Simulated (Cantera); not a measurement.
A perfectly stirred reactor is fed with CH4 : CO : O2 : N2 = 1 : 0.45 : 1.39 : 5.23 (molar parts), at 4800 Torr; it is adiabatic with a 725 K inlet, and is followed from long to short residence time, starting on the burning branch (τ in s: 0.44, 0.19, 0.083, 0.036, 0.016, 0.0068, 0.0029, 0.0013, 0.00055, 0.00024, 0.0001, 4.5e-05).

Detailed kinetics in Cantera: GRI-Mech 3.0 (53 species, 325 reactions).

What does this change do: CH4 1 to 0.77 parts?


| quantity | before | after |
|---|---|---|
| blow-out, bracketed by the residence times tried | burning at 0.100 ms, out at 45.0 µs | burning at 45.0 µs, the shortest tried |
| x(CH4) at τ = 0.440 s | 2.38e-5 | 4.25e-7 |
| x(CO) at τ = 0.440 s | 0.119 | 0.0707 |
| x(O2) at τ = 0.440 s | 5.94e-6 | 0.000154 |
| x(CH2) at τ = 0.440 s | 4.02e-8 | 1.25e-8 |
| x(CH2CO) at τ = 0.440 s | 3.03e-8 | 1.02e-9 |
| x(CH4) at τ = 2.90 ms | 0.00141 | 2.94e-5 |
| x(CO) at τ = 2.90 ms | 0.116 | 0.0713 |
| x(O2) at τ = 2.90 ms | 0.000567 | 0.000601 |
| x(CH2) at τ = 2.90 ms | 4.14e-6 | 1.32e-6 |
| x(CH2CO) at τ = 2.90 ms | 5.97e-6 | 1.02e-7 |

What does this change do: inlet temperature 725 to 650 K?


```csv
quantity,before,after
"blow-out, bracketed by the residence times tried","burning at 0.100 ms, out at 45.0 µs","burning at 0.240 ms, out at 0.100 ms"
x(CH4) at τ = 0.440 s,2.38e-5,4.96e-5
x(CO) at τ = 0.440 s,0.119,0.118
x(O2) at τ = 0.440 s,5.94e-6,7.58e-6
x(CH2) at τ = 0.440 s,4.02e-8,4.39e-8
x(CH2CO) at τ = 0.440 s,3.03e-8,5.35e-8
x(CH4) at τ = 2.90 ms,0.00141,0.00228
x(CO) at τ = 2.90 ms,0.116,0.113
x(O2) at τ = 2.90 ms,0.000567,0.000805
x(CH2) at τ = 2.90 ms,4.14e-6,3.94e-6
x(CH2CO) at τ = 2.90 ms,5.97e-6,1.08e-5
```

What does this change do: 0.13 parts CO2 added?


```tsv
quantity	before	after
blow-out, bracketed by the residence times tried	burning at 0.100 ms, out at 45.0 µs	burning at 0.100 ms, out at 45.0 µs
x(CH4) at τ = 0.440 s	2.38e-5	3.08e-5
x(CO) at τ = 0.440 s	0.119	0.122
x(O2) at τ = 0.440 s	5.94e-6	7.11e-6
x(CH2) at τ = 0.440 s	4.02e-8	3.89e-8
x(CH2CO) at τ = 0.440 s	3.03e-8	3.96e-8
x(CH4) at τ = 2.90 ms	0.00141	0.00166
x(CO) at τ = 2.90 ms	0.116	0.119
x(O2) at τ = 2.90 ms	0.000567	0.000706
x(CH2) at τ = 2.90 ms	4.14e-6	3.86e-6
x(CH2CO) at τ = 2.90 ms	5.97e-6	7.72e-6
```
